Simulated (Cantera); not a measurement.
A closed system holds: 1 mol Si, 1.5 mol H₂, held at 1427 °C and 6.20 bar.

Equilibrium computed with Cantera from the NASA thermochemical tables; the gas is ideal and each condensed phase is pure. Candidate condensed phases: Si; 9 gas species. Gases not in the tables: Si₂H₆ and higher silanes. Kinetics and transport are ignored.

Base state: H₂ 1.000, H 5.92e-5, SiH₂ 1.42e-5 (mole fractions); condensed: Si(l).

What changes in the equilibrium state with this change: 0.0012 mol O₂ added?


```csv
species,before,after
H₂,1.000,0.998
SiO,0,0.00158
H,5.92e-5,5.91e-5
H₂O,0,1.71e-5
SiH₂,1.42e-5,1.42e-5
"Si(l), mol",1.000,0.998
```
Further candidate phases: H₂O, SiO₂.
